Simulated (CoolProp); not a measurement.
Properties of water along the isotherm 726.85 °C.

Computed with CoolProp (reference Helmholtz-energy equation of state, Wagner 2002).

| p (MPa) | phase | density (kg/m³) |
|---|---|---|
| 0.316 | gas | 0.6852 |
| 0.534 | gas | 1.159 |
| 0.901 | gas | 1.957 |
| 1.52 | gas | 3.306 |
| 2.57 | gas | 5.605 |
| 4.33 | gas | 9.487 |
| 7.31 | gas | 16.14 |
| 12.3 | gas | 27.52 |
| 20.8 | gas | ? |
| 35.1 | supercritical | ? |
| 59.3 | supercritical | ? |
| 100 | supercritical | 265.4 |

Question: Some entries are withheld; supply them.

Answer: 
- 20.8, density (kg/m³): 47.63
- 35.1, density (kg/m³): 83.51
- 59.3, density (kg/m³): 149.5
